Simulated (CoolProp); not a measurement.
Vapour-liquid equilibrium of n-heptane (1) + o-xylene (2) at 136.05 °C; x and y are mole fractions of (1).

Computed with CoolProp (multi-fluid Helmholtz-energy mixture model, Span 2003 and Zhou 2012; pair parameters Bell 2016).

Q: Give the bubble pressure and the first vapour's composition at x = 0.425, 0.65, 0.875. Is there an azeotrope?

A: x = 0.425: 174.1 kPa, y = 0.703; x = 0.65: 213.1 kPa, y = 0.838; x = 0.875: 250.9 kPa, y = 0.945. No azeotrope shows between x = 0.05 and 0.95.

The pair parameters rest on a limited set of measurements; away from them the model extrapolates.
